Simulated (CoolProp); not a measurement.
A single-stage vapour-compression cycle with the fluid: evaporating at 229.15 K (dew point), condensing at 274.15 K (bubble point), superheat 0 K, subcooling 0 K, compressor efficiency 0.75, no pressure losses. The same conditions are run with several fluids, on thermodynamics alone (safety and materials aside).

The numbers come from the reference Helmholtz-energy equation of state of each fluid (R152A: Outcalt 1996; sulfur dioxide: Gao 2016; C2F6 (R116): Lemmon 2006; R507A: Lemmon 2003; trans-2-butene: Lemmon 2005; R124: de Vries 1995) in CoolProp. Blends and air are pseudo-pure fits.

```
fluid           cooling COP  pressure ratio  discharge temperature (K)  refrigerating effect (kJ/kg)  volumetric capacity (kJ/m³)
--------------  -----------  --------------  -------------------------  ----------------------------  ---------------------------
R152A                  3.25            7.15                      320.4                           273                          370
sulfur dioxide         3.13            9.56                      409.8                           357                          205
C2F6 (R116)            2.18            4.06                      279.6                          47.0                         1830
R507A                  3.04            5.58                      294.3                           136                          860
trans-2-butene         3.30            8.25                      304.1                           347                          127
R124                   3.19            8.01                      294.3                           133                          204
```
